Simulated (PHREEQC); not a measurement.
Solution (25 °C): 0.2 mol NaOH and 0.0013 mol H2SO4 per kg of water. Closed to the air; pH follows from the charge balance.

Computed with PHREEQC (ion-association model, phreeqc.dat).

No solid was allowed to form.

### Question
Predict the pH.

### Answer
pH 13.14.

### Question
In which forms is S present?

### Answer
SO4-2 77 %, NaSO4- 23 % of the S.
